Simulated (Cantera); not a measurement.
Silicon carbide growth: (CH₃)₂SiCl₂ + H₂

Charge: 1 mol (CH₃)₂SiCl₂, a varied amount of H₂, held at 2027 °C and 5100 Pa.

Method: chemical equilibrium by Gibbs-energy minimisation in Cantera with the NASA 1993 tables (ideal gas, pure condensed phases). Candidate condensed phases: C, C₆H₆, C₇H₈, C₈H₁₈, Si, SiC; 109 gas species. The feed counts by its element totals alone. The tables' values for SiCl, SiCl₃ are old estimates; treat these amounts as uncertain. Gases not in the tables: Si₂H₆ and higher silanes. The numbers say what is thermodynamically allowed, not how fast it happens.

```json
[
 {"n(H₂) (mol)": "5.3", "log p H₂": "-1.41", "log p HCl": "-2.04", "log p H": "-2.72", "log p SiCl₂": "-3.26", "log p Cl": "-3.49", "n C(graphite)": "1.08", "n SiC(s)": "0.851"},
 {"n(H₂) (mol)": "11", "log p H₂": "-1.37", "log p HCl": "-2.22", "log p H": "-2.70", "log p SiCl₂": "-3.67", "log p Cl": "-3.69", "n C(graphite)": "1.01", "n SiC(s)": "0.869"},
 {"n(H₂) (mol)": "17", "log p H₂": "-1.36", "log p HCl": "-2.36", "log p H": "-2.69", "log p SiCl₂": "-3.97", "log p Cl": "-3.84", "n C(graphite)": "0.953", "n SiC(s)": "0.865"},
 {"n(H₂) (mol)": "23", "log p H₂": "-1.35", "log p HCl": "-2.47", "log p H": "-2.69", "log p SiCl₂": "-4.18", "log p Cl": "-3.95", "n C(graphite)": "0.909", "n SiC(s)": "0.852"},
 {"n(H₂) (mol)": "28", "log p H₂": "-1.34", "log p HCl": "-2.54", "log p H": "-2.69", "log p SiCl₂": "-4.33", "log p Cl": "-4.02", "n C(graphite)": "0.875", "n SiC(s)": "0.839"},
 {"n(H₂) (mol)": "34", "log p H₂": "-1.34", "log p HCl": "-2.61", "log p H": "-2.68", "log p SiCl₂": "-4.48", "log p Cl": "-4.10", "n C(graphite)": "0.836", "n SiC(s)": "0.821"},
 {"n(H₂) (mol)": "40", "log p H₂": "-1.33", "log p HCl": "-2.67", "log p H": "-2.68", "log p SiCl₂": "-4.61", "log p Cl": "-4.16", "n C(graphite)": "0.799", "n SiC(s)": "0.802"},
 {"n(H₂) (mol)": "45", "log p H₂": "-1.33", "log p HCl": "-2.72", "log p H": "-2.68", "log p SiCl₂": "-4.70", "log p Cl": "-4.21", "n C(graphite)": "0.769", "n SiC(s)": "0.785"},
 {"n(H₂) (mol)": "51", "log p H₂": "-1.33", "log p HCl": "-2.77", "log p H": "-2.68", "log p SiCl₂": "-4.80", "log p Cl": "-4.26", "n C(graphite)": "0.733", "n SiC(s)": "0.764"},
 {"n(H₂) (mol)": "57", "log p H₂": "-1.33", "log p HCl": "-2.81", "log p H": "-2.68", "log p SiCl₂": "-4.89", "log p Cl": "-4.30", "n C(graphite)": "0.697", "n SiC(s)": "0.743"},
 {"n(H₂) (mol)": "63", "log p H₂": "-1.33", "log p HCl": "-2.85", "log p H": "-2.68", "log p SiCl₂": "-4.97", "log p Cl": "-4.34", "n C(graphite)": "0.662", "n SiC(s)": "0.722"},
 {"n(H₂) (mol)": "68", "log p H₂": "-1.33", "log p HCl": "-2.88", "log p H": "-2.68", "log p SiCl₂": "-5.03", "log p Cl": "-4.37", "n C(graphite)": "0.632", "n SiC(s)": "0.704"},
 {"n(H₂) (mol)": "74", "log p H₂": "-1.33", "log p HCl": "-2.92", "log p H": "-2.68", "log p SiCl₂": "-5.10", "log p Cl": "-4.41", "n C(graphite)": "0.597", "n SiC(s)": "0.682"}
]
```
log p: log10 of the partial pressure in bar; n: condensed amount in mol.

From 5.3 mol H₂ to 74 mol H₂ the condensed part is C(graphite) + SiC(s). The main Si-bearing gas is SiCl₂ at 5.3 mol H₂ and Si at 74 mol H₂. The share of Si in condensed phases is highest at 11 mol H₂ (86.9 %) and lowest at 74 mol H₂ (68.2 %).
